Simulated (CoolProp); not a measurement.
1000 sccm (0 °C, 1 atm) of nitrogen bubbles through liquid ethanol at 334.3 K and leaves saturated at a total pressure of 0.15 MPa (ideal gas phase). Each further row changes one setting.

Computed with CoolProp (reference Helmholtz-energy equation of state, Schroeder 2014).

```csv
case,vapour pressure (kPa),mole fraction of vapour,delivery (mg/min),delivery (sccm),change of delivery for a bath 1 K warmer (%)
as stated,49.2,0.328,1000,…,…
bath temperature 339.3 K,…,…,…,689,…
total pressure 0.3 MPa,49.2,0.164,403,…,…
```

Problem. Some entries are withheld; supply them.

Solution. 
- as stated, delivery (sccm): 488
- as stated, change of delivery for a bath 1 K warmer (%): 6.9
- bath temperature 339.3 K, vapour pressure (kPa): 61.2
- bath temperature 339.3 K, mole fraction of vapour: 0.408
- bath temperature 339.3 K, delivery (mg/min): 1420
- bath temperature 339.3 K, change of delivery for a bath 1 K warmer (%): 7.6
- total pressure 0.3 MPa, delivery (sccm): 196
- total pressure 0.3 MPa, change of delivery for a bath 1 K warmer (%): 5.5
